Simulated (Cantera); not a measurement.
Mixture: H₂ : O₂ : N₂ = 1 : 0.278 : 1.44 (molar parts), equivalence ratio 1.8, at 16500 Torr, adiabatic and at constant pressure. Ignition delay is the time to a rise of 400 K.

Detailed kinetics in Cantera: the H2/O2 subset of GRI-Mech 3.0, which has no nitrogen chemistry. The hydrogen kinetics of GRI-Mech 3.0 are dated; newer H2 mechanisms differ, most at raised pressure. The pressure lies above the range GRI-Mech 3.0 was tuned for (to about 10 atm).

Problem. What does this change do: pressure from 16500 Torr to 22500 Torr?

Solution. 
```csv
quantity,before,after
delay at 950 K,16.3 ms,13.5 ms
delay at 1150 K,0.267 ms,0.242 ms
delay at 1350 K,5.66 µs,8.01 µs
delay at 1550 K,0.809 µs,0.682 µs
delay at 1750 K,0.410 µs,0.307 µs
apparent activation energy between 1550 and 1750 K,77 kJ/mol,90 kJ/mol
```

Problem. What does this change do: constant volume in place of constant pressure?

Solution. 
```json
[
 {"quantity": "delay at 950 K", "before": "16.3 ms", "after": "14.8 ms"},
 {"quantity": "delay at 1150 K", "before": "0.267 ms", "after": "0.250 ms"},
 {"quantity": "delay at 1350 K", "before": "5.66 µs", "after": "5.50 µs"},
 {"quantity": "delay at 1550 K", "before": "0.809 µs", "after": "0.770 µs"},
 {"quantity": "delay at 1750 K", "before": "0.410 µs", "after": "0.384 µs"},
 {"quantity": "apparent activation energy between 1550 and 1750 K", "before": "77 kJ/mol", "after": "78 kJ/mol"}
]
```
